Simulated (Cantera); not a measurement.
Cantera run, input and output.

```python
import numpy as np
import cantera as ct

gas = ct.Solution("gri30.yaml", transport_model="mixture-averaged")
show = ['OH', 'NH3', 'N2']

rows = []
print(f"{'T/K':>7s}{'rho':>11s}{'cp':>10s}{'mu':>11s}{'lambda':>11s}{'Pr':>7s}" + "".join(f"{'D_' + s:>11s}" for s in show))
for T in [400, 650, 900, 1150, 1400, 1650, 1900, 2150, 2400]:
    gas.TPX = T, 780, {'N2': 0.51, 'C2H4': 0.15, 'CO': 0.81, 'NH3': 0.38}
    Pr = gas.cp_mass * gas.viscosity / gas.thermal_conductivity
    D = [gas.mix_diff_coeffs_mole[gas.species_index(s)] for s in show]
    rows.append([gas.density, gas.cp_mass, gas.viscosity, gas.thermal_conductivity, Pr, *D])
    print(f"{T:7g}{gas.density:11.4e}{gas.cp_mass:10.1f}{gas.viscosity:11.4e}"
          f"{gas.thermal_conductivity:11.4e}{Pr:7.3f}" + "".join(f"{d:11.4e}" for d in D))
print("SI units: kg/m3, J/kg/K, Pa s, W/m/K, m2/s")
```

It prints:

```
    T/K        rho        cp         mu     lambda     Pr       D_OH      D_NH3       D_N2
    400 6.0414e-03    1287.0 1.9615e-05 3.4472e-02  0.732 6.7882e-03 4.7563e-03 4.4455e-03
    650 3.7178e-03    1457.3 2.8371e-05 5.5833e-02  0.741 1.5636e-02 1.1601e-02 1.0355e-02
    900 2.6851e-03    1607.2 3.5854e-05 7.7054e-02  0.748 2.7070e-02 2.0603e-02 1.8011e-02
   1150 2.1014e-03    1727.5 4.2533e-05 9.7476e-02  0.754 4.0791e-02 3.1463e-02 2.7204e-02
   1400 1.7261e-03    1817.3 4.8650e-05 1.1690e-01  0.756 5.6606e-02 4.3994e-02 3.7800e-02
   1650 1.4646e-03    1885.9 5.4345e-05 1.3529e-01  0.758 7.4377e-02 5.8072e-02 4.9704e-02
   1900 1.2719e-03    1938.1 5.9710e-05 1.5265e-01  0.758 9.3994e-02 7.3605e-02 6.2843e-02
   2150 1.1240e-03    1977.6 6.4808e-05 1.6903e-01  0.758 1.1537e-01 9.0527e-02 7.7161e-02
   2400 1.0069e-03    2007.8 6.9684e-05 1.8447e-01  0.758 1.3844e-01 1.0878e-01 9.2609e-02
SI units: kg/m3, J/kg/K, Pa s, W/m/K, m2/s
```

Cantera simulation using GRI-Mech 3.0 (53 species, 325 reactions); the numbers are that mechanism's predictions, not measurements. Polar gases are described roughly by these parameters. The composition is frozen, though it would react at the higher temperatures.
